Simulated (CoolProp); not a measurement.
Vapour-liquid equilibrium of hydrogen sulfide (1) + n-butane (2) at 69 kPa; x and y are mole fractions of (1).

Model: multi-fluid Helmholtz-energy mixture model, Lemmon 2006 and Bücker 2006; pair parameters Kunz 2012, in CoolProp.

```tsv
x	bubble temperature (K)	y at the bubble point	dew temperature at overall composition x (K)	liquid density (mol/L)
0.05	240.5	0.653	261.7	11.17
0.125	224.1	0.867	259.8	11.93
0.2	216.7	0.921	257.7	12.64
0.275	213.0	0.941	255.5	13.38
0.35	210.9	0.951	253.1	14.22
0.425	209.8	0.956	250.5	15.16
0.5	209.1	0.959	247.6	16.24
0.575	208.6	0.962	244.4	17.47
0.65	208.3	0.964	240.6	18.89
0.725	207.9	0.966	236.2	20.49
0.8	207.5	0.970	230.7	22.32
0.875	206.9	0.976	223.2	24.36
0.95	206.2	0.987	211.1	26.62
```

No azeotrope shows between x = 0.05 and 0.95.

The pair parameters rest on a limited set of measurements; away from them the model extrapolates. With so large a gap from Raoult's law the liquid may split in two, which this calculation doesn't test in full.
